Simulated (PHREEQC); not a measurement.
Dissolve 0.033 mol/kgw Pb(NO3)2, 0.014 mol/kgw CuCl2, 0.095 mol/kgw HCl and 0.13 mol/kgw Na2SO4 at 25 °C. Closed to the air; pH follows from the charge balance.

Model: ion-association model, wateq4f.dat, run in PHREEQC.

This is a speciation only: nothing precipitates in the calculation.

Task: Order these Pb species by the share of Pb that they hold, largest first: PbSO4, PbCl+, PbNO3+, Pb+2, Pb(SO4)2-2.

Result: PbSO4 (35 %), PbCl+ (27 %), Pb+2 (23 %), Pb(SO4)2-2 (7.3 %), PbNO3+ (5.5 %)

Task: Order these Cu species by the share of Cu that they hold, largest first: CuSO4, Cu+2, CuCl+, CuCl2.

Result: Cu+2 (63 %), CuSO4 (32 %), CuCl+ (5.0 %), CuCl2 (0.12 %)

The pH is 1.46 and the ionic strength 0.401 mol/kgw. Examples of supersaturated solids here: Anglesite. Others may be too. Complexes and solids missing from the database can't appear.
